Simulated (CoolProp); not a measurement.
Vapour pressure (bar) of R22: the reference equation beside estimates from Tc = 369.3 K, pc = 49.90 bar, ω = 0.221. Clausius-Clapeyron is anchored at 193.7 K with a constant enthalpy of vaporisation of 22.18 kJ/mol.

Values from CoolProp's reference Helmholtz-energy equation of state, Kamei 1995.

```
T (K)  reference  Lee-Kesler  Clausius-Clapeyron  van der Waals  Redlich-Kwong  Soave-Redlich-Kwong  Peng-Robinson
-----  ---------  ----------  ------------------  -------------  -------------  -------------------  -------------
193.7     0.1079      0.1037              0.1079          1.904         0.2136               0.1058         0.1120
199.9     0.1656      0.1598              0.1654          2.329         0.3174               0.1625         0.1704
206.1     0.2465      0.2390              0.2471          2.817         0.4577               0.2424         0.2519
212.3     0.3572      0.3480              0.3607          3.371         0.6426               0.3519         0.3629
218.4     0.5023      0.4915              0.5123          3.986         0.8766               0.4958         0.5080
224.6     0.6949      0.6830              0.7177          4.685          1.176               0.6873         0.7000
230.8     0.9422      0.9299              0.9875          5.464          1.548               0.9337         0.9461
236.9      1.249       1.237               1.330          6.310          1.995                1.240          1.251
243.1      1.635       1.625               1.772          7.256          2.540                1.627          1.635
```

Absolute difference from the reference over all 9 rows, mean and median: Lee-Kesler 2.2 and 2.2 %, Clausius-Clapeyron 2.9 and 2.0 %, van der Waals 817.1 and 693.5 %, Redlich-Kwong 75.4 and 74.5 %, Soave-Redlich-Kwong 1.3 and 1.3 %, Peng-Robinson 1.4 and 1.1 %.
